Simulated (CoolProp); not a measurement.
Vapour-liquid equilibrium of CHF3 (R23) (1) + R134a (2) at 0.484 bar; x and y are mole fractions of (1).

The numbers come from the multi-fluid Helmholtz-energy mixture model, Penoncello 2003 and Tillner-Roth 1994; pair parameters Bell 2016 in CoolProp.

```tsv
x	bubble temperature, mixture model (K)	bubble temperature, Raoult's law (K)	y, mixture model	y, Raoult's law
0.05	222.5	221.8	0.435	0.467
0.2	205.5	204.5	0.839	0.855
0.35	196.4	195.6	0.933	0.940
0.5	190.4	189.8	0.968	0.971
0.65	186.1	185.7	0.985	0.986
0.8	182.7	182.6	0.994	0.994
0.95	180.0	180.0	0.999	0.999
```

The largest gap from Raoult's law is +1.0 K in bubble temperature, at x = 0.2. No azeotrope shows between x = 0.05 and 0.95.

Pair parameters are fitted to limited data, so mixtures are less certain than the pure fluids.
